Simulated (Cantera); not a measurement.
Input (Python, Cantera) and output of one run.

```python
import numpy as np
import cantera as ct

gas_names = """
    C CO CO2 C2 C2O C3 C3O2 C4 C5 Ca CaO Ca2 O O2 O3
""".split()
cond_names = """
    C(gr) Ca(a) Ca(b) Ca(L) CaCO3(caL) CaO(s) CaO(L)
""".split()


# ... load() reads the species with a 1 bar reference pressure and builds the phases ...
atoms = {
    'CaCO3': {'Ca': 1, 'C': 1, 'O': 3},
    'CO2': {'C': 1, 'O': 2},
}
top_T = {'C(gr)': 4500}  # K; cautious upper limits of use, not melting points


# ... equilibrate(T, P, feed) seeds the gas with the atoms and calls Mixture.equilibrate('TP', solver="vcs", rtol=1e-11, max_steps=5000) ...
results = []
feed = {'CaCO3': 1, 'CO2': 0.27}  # mol
P = 120  # Pa
for T in [773, 873, 973, 1073, 1173, 1273, 1373, 1473, 1573, 1673, 1773, 1873, 1973, 2073]:
    mix = equilibrate(T, P, feed)
    results.append((T, P, feed, dict(zip(mix.species_names, mix.species_moles))))

top = {s: max(r[3][s] / sum(r[3][g] for g in gas_names) for r in results) for s in gas_names}
cols = sorted((s for s in top if top[s] > 1e-05), key=lambda s: -top[s])[:7]
seen = [c for c in cond_names if any(r[3].get(c, 0) > 1e-12 for r in results)]
print("log10 of partial pressures in bar; condensed amounts in mol")
print(f"{'T/K':>10s}" + "".join(f"{s[:9]:>10s}" for s in cols + seen))
for T, P, feed, n in results:
    ng = sum(n[g] for g in gas_names)
    print(f"{T:10.4g}" + "".join(f"{np.log10(max(n[s] / ng * P / 1e5, 1e-99)):10.3f}" for s in cols)
          + "".join(f"{n.get(c, 0):10.4g}" for c in seen))
```

Result:

```
log10 of partial pressures in bar; condensed amounts in mol
       T/K       CO2        CO        O2         O        Ca CaCO3(caL    CaO(s)
       773    -2.921   -11.436   -12.083   -19.714   -38.608         1         0
       873    -2.921   -10.090   -10.391   -16.917   -32.231         0         1
       973    -2.921    -8.930    -9.231   -14.785   -27.862         0         1
      1073    -2.921    -7.988    -8.289   -13.050   -24.314         0         1
      1173    -2.921    -7.207    -7.508   -11.609   -21.378         0         1
      1273    -2.921    -6.550    -6.852   -10.394   -18.907         0         1
      1373    -2.921    -5.990    -6.291    -9.356   -16.801         0         1
      1473    -2.923    -5.507    -5.809    -8.459   -14.985         0         1
      1573    -2.925    -5.088    -5.390    -7.676   -13.402         0         1
      1673    -2.931    -4.721    -5.024    -6.988   -12.010         0         1
      1773    -2.943    -4.400    -4.706    -6.380   -10.776         0         1
      1873    -2.964    -4.121    -4.430    -5.841    -9.672         0         1
      1973    -3.000    -3.880    -4.196    -5.364    -8.675         0         1
      2073    -3.056    -3.678    -4.003    -4.941    -7.768         0         1
```

These are equilibrium values from Cantera (NASA tables, ideal gas, pure condensed phases), not measurements of a reactor.
